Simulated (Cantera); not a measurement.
**Equilibrium for abatement and gas-phase synthesis: S + H2O + O2**

A closed system holds: 1 mol S, 0.15 mol H2O, 0.08 mol O2, at 10.0 mbar.

Cantera equilibrium calculation (NASA polynomials, part measured and part estimated; ideal gas, pure solids and liquids). Candidate condensed phases: H2O, H2SO4, S; 19 gas species. Gases not in the tables: S3 to S7. Rates play no part.

From 625 °C to 2425 °C nothing is condensed.

| T (°C) | x S2 | x S | x SO | x H2O | x SO2 | x H | x H2 | x H2S | x SH |
|---|---|---|---|---|---|---|---|---|---|
| 625 | 0.631 | 2.88e-9 | 1.33e-5 | 0.165 | 0.143 | 4.21e-11 | 0.00148 | 0.0545 | 9.05e-6 |
| 775 | 0.639 | 1.82e-7 | 0.000135 | 0.175 | 0.137 | 5.89e-9 | 0.00582 | 0.0385 | 7.54e-5 |
| 925 | 0.641 | 4.07e-6 | 0.000770 | 0.175 | 0.136 | 2.36e-7 | 0.0154 | 0.0280 | 0.000359 |
| 1075 | 0.637 | 4.57e-5 | 0.00301 | 0.165 | 0.138 | 4.08e-6 | 0.0310 | 0.0204 | 0.00116 |
| 1225 | 0.628 | 0.000315 | 0.00899 | 0.148 | 0.142 | 3.88e-5 | 0.0509 | 0.0148 | 0.00287 |
| 1375 | 0.614 | 0.00152 | 0.0218 | 0.127 | 0.143 | 0.000239 | 0.0719 | 0.0107 | 0.00581 |
| 1525 | 0.591 | 0.00562 | 0.0446 | 0.105 | 0.140 | 0.00106 | 0.0914 | 0.00765 | 0.0101 |
| 1675 | 0.557 | 0.0167 | 0.0788 | 0.0831 | 0.129 | 0.00369 | 0.107 | 0.00544 | 0.0155 |
| 1825 | 0.508 | 0.0418 | 0.122 | 0.0625 | 0.111 | 0.0105 | 0.116 | 0.00378 | 0.0213 |
| 1975 | 0.440 | 0.0895 | 0.166 | 0.0439 | 0.0878 | 0.0250 | 0.116 | 0.00248 | 0.0263 |
| 2125 | 0.351 | 0.166 | 0.200 | 0.0281 | 0.0639 | 0.0509 | 0.104 | 0.00148 | 0.0285 |
| 2275 | 0.250 | 0.267 | 0.217 | 0.0161 | 0.0434 | 0.0887 | 0.0822 | 0.000754 | 0.0266 |
| 2425 | 0.155 | 0.373 | 0.214 | 0.00814 | 0.0285 | 0.132 | 0.0548 | 0.000312 | 0.0207 |
x: gas mole fraction; nothing condenses.
